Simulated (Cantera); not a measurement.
Input: 1 mol NaOH, 0.22 mol C, 0.55 mol CO2, equilibrated at 1350 K and 6500 Pa.

These are equilibrium values from Cantera (NASA tables, ideal gas, pure condensed phases), not measurements of a reactor. Candidate condensed phases: C, C6H6, C7H8, C8H18, H2O, Na, NaOH, NaO2, Na2CO3, Na2O, Na2O2; 117 gas species. Equilibrium is a limit: real reactors are often held back by kinetics, nucleation or transport.

Base state: H2O 0.309, H2 0.249, CO 0.216, CO2 0.136, Na 0.0696, NaOH 0.0202, NaH 4.03e-5, Na2(OH)2 2.83e-5 (mole fractions); condensed: Na2CO3(l).

Question: What changes in the equilibrium state with this change: CO2 from 0.55 to 2.3 mol?

Answer: 
```json
[
 {"species": "CO2", "before": "0.136", "after": "0.646"},
 {"species": "H2O", "before": "0.309", "after": "0.171"},
 {"species": "CO", "before": "0.216", "after": "0.145"},
 {"species": "H2", "before": "0.249", "after": "0.0195"},
 {"species": "Na", "before": "0.0696", "after": "0.0120"},
 {"species": "NaOH", "before": "0.0202", "after": "0.00688"},
 {"species": "Na2", "before": "1.42e-5", "after": "4.20e-7"},
 {"species": "NaH", "before": "4.03e-5", "after": "1.94e-6"},
 {"species": "Na2CO3(l), mol", "before": "0.460", "after": "0.476"}
]
```
